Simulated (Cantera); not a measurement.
Input: 1 mol Si3N4, 0.0046 mol H2O, 64 mol H2, 1.2 mol O2, equilibrated at 100000 Pa.

Equilibrium computed with Cantera from the NASA thermochemical tables; the gas is ideal and each condensed phase is pure. Candidate condensed phases: H2O, Si, SiO2, Si2N2O, Si3N4; 35 gas species. Mutual solubility and eutectic melting of coexisting phases are not modelled. The tables hold silica as quartz up to 1696 K and as liquid above; real silica turns to tridymite and cristobalite and melts near 1996 K. Rates play no part. All values below are at 1300 K.

Base state: H2 0.988, N2 0.0123, H2O 0.000107, NH3 1.35e-5 (mole fractions); condensed: SiO2(β-quartz) + Si2N2O(s).

### Question
What changes in the equilibrium state with this change: H2O from 0.0046 to 2.1 mol?

### Answer
| species | before | after |
|---|---|---|
| H2 | 0.988 | 0.978 |
| N2 | 0.0123 | 0.0221 |
| H2O | 0.000107 | 0.000129 |
| NH3 | 1.35e-5 | 1.78e-5 |
| SiO2(β-quartz), mol | 0.598 | 1.99 |
| Si2N2O(s), mol | 1.20 | 0.503 |
